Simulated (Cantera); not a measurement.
An isothermal, constant-pressure homogeneous reactor starts with 2.72 % CH₄, 97.0 % H₂, 0.310 % CO₂, at 2125 K and 143 Torr.

Detailed kinetics in Cantera: GRI-Mech 3.0 (53 species, 325 reactions). GRI-Mech 3.0 stops at C3 and has no aromatics, soot or wall deposition, so with more carbon than oxygen in the feed, carbon stays in small species such as C2H2 where larger ones or solid carbon would form.

x: mole fraction; the columns are a selection and need not sum to one.

| t (s) | x CH₄ | x H₂ | x CO₂ | x HO₂ | x C₂H₆ |
|---|---|---|---|---|---|
| 7.00e-6 | 0.0271 | 0.970 | 0.00310 | <1e-12 | 3.98e-9 |
| 1.83e-5 | 0.0270 | 0.969 | 0.00310 | <1e-12 | 4.45e-8 |
| 4.80e-5 | 0.0266 | 0.969 | 0.00308 | <1e-12 | 3.44e-7 |
| 0.000126 | 0.0258 | 0.967 | 0.00293 | <1e-12 | 1.74e-6 |
| 0.000329 | 0.0232 | 0.965 | 0.00216 | <1e-12 | 4.36e-6 |
| 0.000863 | ___ | 0.965 | ___ | <1e-12 | ___ |
| 0.00226 | 0.00902 | 0.968 | 1.54e-5 | <1e-12 | 1.05e-6 |
| 0.00592 | 0.00370 | 0.971 | 1.85e-6 | <1e-12 | 1.90e-7 |
| 0.0155 | ___ | 0.972 | 1.80e-6 | <1e-12 | ___ |
| 0.0406 | 0.000674 | 0.973 | 1.61e-6 | <1e-12 | 6.80e-9 |
| 0.106 | 0.000439 | 0.973 | 1.03e-6 | <1e-12 | 2.96e-9 |
| 0.278 | 0.000246 | 0.974 | 2.33e-7 | <1e-12 | 9.93e-10 |
| 0.729 | 0.000151 | 0.974 | 3.83e-9 | <1e-12 | 4.35e-10 |
| 1.91 | 0.000148 | 0.974 | 3.71e-11 | <1e-12 | 4.22e-10 |
| 5.00 | 0.000148 | 0.974 | 3.71e-11 | <1e-12 | 4.22e-10 |

Problem. Complete the blanks.

Solution. 
- 0.000863, x CH₄: 0.0169
- 0.000863, x CO₂: 0.000604
- 0.000863, x C₂H₆: 3.36e-6
- 0.0155, x CH₄: 0.00141
- 0.0155, x C₂H₆: 2.89e-8
